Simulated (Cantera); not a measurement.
An isothermal, constant-pressure homogeneous reactor starts with 20.8 % NO, 79.2 % N2, at 1850 K and 0.0263 atm.

Computed with Cantera and GRI-Mech 3.0 (53 species, 325 reactions). Radical loss at walls, strong at low pressure, is not modelled.

Question: Predict: x(NO) at 10.0 s; x(N2O) at 10.0 s; x(O2) at 10.0 s; x(O) at 10.0 s; x(NO2) at 10.0 s; x(N2) at 10.0 s.

Answer: 
- x(NO) at 10.0 s = 0.193 (gas-phase equilibrium 0.00366)
- x(N2O) at 10.0 s = 1.41e-5 (gas-phase equilibrium 3.63e-8)
- x(O2) at 10.0 s = 0.00740 (gas-phase equilibrium 0.102)
- x(O) at 10.0 s = 0.000128 (gas-phase equilibrium 0.000380)
- x(NO2) at 10.0 s = 1.41e-5 (gas-phase equilibrium 9.42e-7)
- x(N2) at 10.0 s = 0.799 (gas-phase equilibrium 0.894)
